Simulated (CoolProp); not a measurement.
Computed with CoolProp (reference Helmholtz-energy equation of state, Lemmon 2003). It is a pseudo-pure fit of the blend.

### Question
For R407C, give the phase and the density (kg/m³), isothermal compressibility (1/MPa), expansivity (1/kK) at 261.8 K and 86.8 bar; 261.8 K and 434 bar.

### Answer
- 261.8 K and 86.8 bar: liquid; density 1300, isothermal compressibility 0.00236, expansivity 2.36
- 261.8 K and 434 bar: liquid; density 1390, isothermal compressibility 0.00133, expansivity 1.67
